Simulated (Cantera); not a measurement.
Input (Python, Cantera):

```python
import numpy as np
import cantera as ct

gas = ct.Solution("gri30.yaml")


def delay(T, t_max=10):
    gas.TPX = T, 170000, {'C3H8': 1, 'O2': 7.94, 'N2': 29.8, 'CO2': 0.82}
    reactor = ct.IdealGasReactor(gas, clone=False)
    net = ct.ReactorNet([reactor])
    net.rtol, net.atol = 1e-8, 1e-16
    while net.time < t_max:
        t_old, T_old = net.time, reactor.T
        net.step()
        if reactor.T > T + 400:  # ignition: a rise of 400 K
            return t_old + (T + 400 - T_old) / (reactor.T - T_old) * (net.time - t_old)
    return np.nan


taus = []
for T in [1375, 1450, 1525, 1600, 1675]:
    taus.append(delay(T))
    print(f"T0 = {T:6g} K   tau = {taus[-1]:.4e} s")

# d ln(tau) / d ln(k), from doubling and halving each rate constant
T, sens = 1525, []
for i in range(gas.n_reactions):
    gas.set_multiplier(2.0, i)
    up = delay(T)
    gas.set_multiplier(0.5, i)
    down = delay(T)
    gas.set_multiplier(1.0, i)
    sens.append((np.log(up / down) / np.log(4.0), gas.reaction(i).equation))
sens.sort(key=lambda x: -abs(x[0]))
print(f"sensitivities at {T} K")
for s, eq in sens[:10]:
    print(f"{s:8.3f}  {eq}")
```

Output:

```
T0 =   1375 K   tau = 2.1871e-04 s
T0 =   1450 K   tau = 8.4864e-05 s
T0 =   1525 K   tau = 3.9597e-05 s
T0 =   1600 K   tau = 2.1560e-05 s
T0 =   1675 K   tau = 1.3267e-05 s
sensitivities at 1525 K
  -0.469  C2H5 + CH3 (+M) <=> C3H8 (+M)
  -0.378  H + O2 <=> O + OH
  -0.256  CH3 + HO2 <=> CH3O + OH
   0.239  C3H8 + H <=> C3H7 + H2
   0.159  2 CH3 (+M) <=> C2H6 (+M)
   0.144  C3H8 + OH <=> C3H7 + H2O
  -0.122  C2H4 + OH <=> C2H3 + H2O
  -0.106  C2H5 + O2 <=> C2H4 + HO2
  -0.078  CH3 + OH <=> CH2(S) + H2O
  -0.064  C2H3 + O2 <=> CH2CHO + O
```

Detailed kinetics in Cantera: GRI-Mech 3.0 (53 species, 325 reactions). GRI-Mech 3.0 was tuned for natural gas; its chemistry of propane as a main component is partial and can be far from experiment.
